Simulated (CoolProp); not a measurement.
Benzene along the isotherm 246.35 °C: fugacity coefficient from the reference equation and from simpler models built on Tc = 288.9 °C, pc = 49.06 bar, ω = 0.211; each cubic takes its own stable root.

Model: reference Helmholtz-energy equation of state, Thol 2012, in CoolProp.

```json
[
 {"p (bar)": "5.66", "phase": "gas", "reference": "0.9493", "van der Waals": "0.9587", "Redlich-Kwong": "0.9511", "Soave-Redlich-Kwong": "0.9498"},
 {"p (bar)": "11.3", "phase": "gas", "reference": "0.8991", "van der Waals": "0.9177", "Redlich-Kwong": "0.9030", "Soave-Redlich-Kwong": "0.9004"},
 {"p (bar)": "17", "phase": "gas", "reference": "0.8485", "van der Waals": "0.8763", "Redlich-Kwong": "0.8548", "Soave-Redlich-Kwong": "0.8508"},
 {"p (bar)": "22.6", "phase": "gas", "reference": "0.7983", "van der Waals": "0.8352", "Redlich-Kwong": "0.8075", "Soave-Redlich-Kwong": "0.8020"},
 {"p (bar)": "34", "phase": "liquid", "reference": "0.6336", "van der Waals": "0.7482", "Redlich-Kwong": "0.6788", "Soave-Redlich-Kwong": "0.6460"},
 {"p (bar)": "39.6", "phase": "liquid", "reference": "0.5536", "van der Waals": "0.6743", "Redlich-Kwong": "0.5956", "Soave-Redlich-Kwong": "0.5663"},
 {"p (bar)": "45.3", "phase": "liquid", "reference": "0.4925", "van der Waals": "0.6065", "Redlich-Kwong": "0.5319", "Soave-Redlich-Kwong": "0.5054"},
 {"p (bar)": "50.9", "phase": "liquid", "reference": "0.4460", "van der Waals": "0.5548", "Redlich-Kwong": "0.4833", "Soave-Redlich-Kwong": "0.4589"},
 {"p (bar)": "56.6", "phase": "liquid", "reference": "0.4081", "van der Waals": "0.5127", "Redlich-Kwong": "0.4438", "Soave-Redlich-Kwong": "0.4210"},
 {"p (bar)": "62.3", "phase": "liquid", "reference": "0.3772", "van der Waals": "0.4784", "Redlich-Kwong": "0.4115", "Soave-Redlich-Kwong": "0.3902"},
 {"p (bar)": "67.9", "phase": "liquid", "reference": "0.3520", "van der Waals": "0.4504", "Redlich-Kwong": "0.3851", "Soave-Redlich-Kwong": "0.3650"},
 {"p (bar)": "73.6", "phase": "liquid", "reference": "0.3303", "van der Waals": "0.4265", "Redlich-Kwong": "0.3624", "Soave-Redlich-Kwong": "0.3433"}
]
```

At some of these states van der Waals gives the other phase, because its saturation line lies elsewhere.
